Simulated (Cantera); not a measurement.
**Gas-phase reforming**

An isothermal, constant-pressure homogeneous reactor starts with CH4 : H2O = 1 : 3.7 (molar parts), at 2025 K and 0.300 bar.

Model: GRI-Mech 3.0 (53 species, 325 reactions), integrated in Cantera.

```tsv
t (s)	x CH4	x H2O	x CH2	x O2	x H	x HCO
2.00e-6	0.212	0.787	1.53e-7	1.11e-12	3.32e-5	2.66e-11
8.66e-6	0.210	0.786	2.43e-6	1.07e-10	3.93e-5	3.71e-9
3.75e-5	0.194	0.780	2.83e-5	1.98e-8	0.000157	5.88e-7
0.000162	0.0976	0.712	4.77e-5	5.20e-7	0.000861	2.29e-6
0.000702	0.0259	0.627	2.34e-5	6.52e-7	0.00155	8.61e-7
0.00304	0.00992	0.527	1.12e-5	5.01e-7	0.00209	3.78e-7
0.0132	0.00443	0.415	3.26e-6	2.85e-7	0.00224	1.28e-7
0.0570	3.52e-5	0.380	2.17e-8	2.51e-7	0.00234	3.07e-8
0.247	1.07e-10	0.380	<1e-12	2.69e-7	0.00242	3.10e-8
1.07	1.07e-10	0.380	<1e-12	2.69e-7	0.00242	3.10e-8
4.62	1.07e-10	0.380	<1e-12	2.69e-7	0.00242	3.10e-8
20.0	1.07e-10	0.380	<1e-12	2.69e-7	0.00242	3.10e-8
```
x: mole fraction; the columns are a selection and need not sum to one.

Equilibrium at this temperature and pressure: CH4 1.28e-10, H2O 0.380, CH2 <1e-12, O2 2.69e-7, H 0.00242, HCO 3.10e-8 (gas phase only).
